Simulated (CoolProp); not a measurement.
Vapour-liquid equilibrium of propane (1) + R245fa (2) at 312.7 K; x and y are mole fractions of (1).

The numbers come from the multi-fluid Helmholtz-energy mixture model, Lemmon 2009 and Akasaka 2015; pair parameters Bell 2016 in CoolProp.

Task: Give the bubble pressure and the first vapour's composition at x = 0.2, 0.35, 0.95. Is there an azeotrope?

Result: x = 0.2: 8.146 bar, y = 0.706; x = 0.35: 10.14 bar, y = 0.775; x = 0.95: 13.42 bar, y = 0.960. No azeotrope shows between x = 0.05 and 0.95.

Pair parameters are fitted to limited data, so mixtures are less certain than the pure fluids. With so large a gap from Raoult's law the liquid may split in two, which this calculation doesn't test in full.
